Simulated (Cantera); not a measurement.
Mixture: 10.4 % CH₄, 18.8 % O₂, 70.8 % N₂, equivalence ratio 1.1, at 10.0 bar, adiabatic and at constant pressure. Ignition delay is the time to a rise of 400 K.

Detailed kinetics in Cantera: GRI-Mech 3.0 (53 species, 325 reactions).

Problem. Predict: delay at 1000 K; delay at 1100 K; delay at 1200 K; delay at 1300 K; apparent activation energy between 1250 and 1350 K.

Solution. 
| Quantity | Result |
|---|---|
| delay at 1000 K | 85.9 ms |
| delay at 1100 K | 18.3 ms |
| delay at 1200 K | 4.96 ms |
| delay at 1300 K | 1.54 ms |
| apparent activation energy between 1250 and 1350 K | 160 kJ/mol |
